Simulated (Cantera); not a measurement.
Feed: 1 mol borazine, 0.45 mol O₂, 8.2 mol N₂, held at 1000 Pa.

Equilibrium computed with Cantera from the NASA thermochemical tables; the gas is ideal and each condensed phase is pure. Candidate condensed phases: B, BN, B₂O₃, B₃O₃H₃, H₂O; 39 gas species. The feed counts by its element totals alone. Mutual solubility and eutectic melting of coexisting phases are not modelled. Kinetics and transport are ignored.

Question: What share of the B ends up in condensed phases as a function of T (K), at 823, 923, 1023, 1123, 1223, 1323, 1423, 1523, 1623, 1723, 1823, 1923, 2023, 2123?

Answer: 
```csv
T (K),B condensed (%),as
823,100.0,BN(s) + B₂O₃(l)
923,100.0,BN(s) + B₂O₃(l)
1023,100.0,BN(s) + B₂O₃(l)
1123,100.0,BN(s) + B₂O₃(l)
1223,99.9,BN(s) + B₂O₃(l)
1323,99.6,BN(s) + B₂O₃(l)
1423,98.6,BN(s) + B₂O₃(l)
1523,94.0,BN(s) + B₂O₃(l)
1623,79.8,BN(s)
1723,77.4,BN(s)
1823,74.3,BN(s)
1923,71.7,BN(s)
2023,70.5,BN(s)
2123,70.0,BN(s)
```
